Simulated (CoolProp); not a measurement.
The fluid at 314.17 K and 0.588 MPa is compressed adiabatically to 3.84 MPa with isentropic efficiency 0.8. The same conditions are run with several fluids, on thermodynamics alone (safety and materials aside).

Computed with CoolProp (reference Helmholtz-energy equation of state of each fluid (CF4 (R14): Platzer 1990; R143a: Lemmon and Jacobsen 2000; cyclopropane: Polt 1992; R404A: Lemmon 2003)). The equations of Platzer and Polt are older, rougher fits. Blends and air are pseudo-pure fits.

Rank CF4 (R14), R143a, cyclopropane, R404A by work (kJ/kg), highest first.

cyclopropane (142), CF4 (R14) (77.0), R143a (68.3), R404A (58.3)

```
fluid         final temperature (K)    final phase  final density (kg/m³)
------------  ---------------------  -------------  ---------------------
CF4 (R14)                     419.7  supercritical                   99.0
R143a                         405.1  supercritical                    125
cyclopropane                  424.2            gas                   59.0
R404A                         399.8  supercritical                    149
```
